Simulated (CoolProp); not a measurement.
Saturation properties of cyclohexane.

Computed with CoolProp (reference Helmholtz-energy equation of state, Zhou 2014).

| T (K) | p (MPa) | vapour density (kg/m³) |
|---|---|---|
| 387.8 | 0.2536 | 7.130 |
| 398.3 | 0.3249 | 9.027 |
| 408.7 | ___ | 11.27 |
| 419.2 | 0.5106 | ___ |
| 429.6 | 0.6280 | 17.12 |
| 440.1 | ___ | 20.86 |
| 450.5 | 0.9229 | 25.23 |
| 461 | 1.104 | 30.41 |
| 471.4 | ___ | ___ |
| 481.9 | 1.542 | 43.69 |
| 492.3 | 1.802 | 52.26 |
| 502.8 | 2.096 | 62.73 |
| 513.2 | 2.421 | 75.57 |
| 523.7 | 2.786 | 92.15 |

### Question
Fill in the missing entries.

### Answer

- 408.7, p (MPa): 0.4095
- 419.2, vapour density (kg/m³): 13.97
- 440.1, p (MPa): 0.7657
- 471.4, p (MPa): 1.309
- 471.4, vapour density (kg/m³): 36.46

It boils at 353.9 K under 1 atm.
